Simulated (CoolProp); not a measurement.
A closed Brayton cycle with carbon dioxide: compressor inlet 320.15 K and 8.5 MPa, high pressure 17.2 MPa, turbine inlet 850 K, compressor efficiency 0.89, turbine efficiency 0.93, recuperator effectiveness 0 (on enthalpy, no pinch check). Each further row changes one setting.

Model: reference Helmholtz-energy equation of state, Span 1996, in CoolProp.

```csv
case,thermal efficiency (%),net work (kJ/kg),compressor to turbine work,compressor exit (K),turbine exit (K)
as stated,11.5,72.0,0.29,373.3,760.6
turbine inlet 800 K,11.6,65.5,0.31,373.3,714.0
compressor inlet 330.15 K,11.3,66.7,0.34,389.3,760.6
high pressure 14.6 MPa,9.0,57.0,0.27,360.8,781.0
recuperator effectiveness 0.5,18.1,72.0,0.29,373.3,760.6
```
